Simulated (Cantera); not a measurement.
Feed: 1 mol B₂H₆, 1 mol NH₃, held at 1975 K and 0.470 bar.

These are equilibrium values from Cantera (NASA tables, ideal gas, pure condensed phases), not measurements of a reactor. Candidate condensed phases: B, BN; 15 gas species. The feed counts by its element totals alone. Mutual solubility and eutectic melting of coexisting phases are not modelled. The tables' values for BH₂ are old estimates; treat these amounts as uncertain. Gases not in the tables: B₂H₆ and higher boranes. Kinetics and transport are ignored.

Base state: H₂ 0.997, H 0.00199, BH₂ 0.000404, N₂ 0.000172, BH₃ 2.29e-5 (mole fractions); condensed: B(s) + BN(s).

Problem. What changes in the equilibrium state with this change: temperature from 1975 K to 1625 K?

Solution. 
| species | before | after |
|---|---|---|
| H₂ | 0.997 | 1.000 |
| H | 0.00199 | 0.000103 |
| BH₂ | 0.000404 | 3.26e-5 |
| N₂ | 0.000172 | 2.52e-7 |
| BH₃ | 2.29e-5 | 7.29e-6 |
| B(s), mol | 1.000 | 1.000 |
| BN(s), mol | 0.998 | 1.000 |
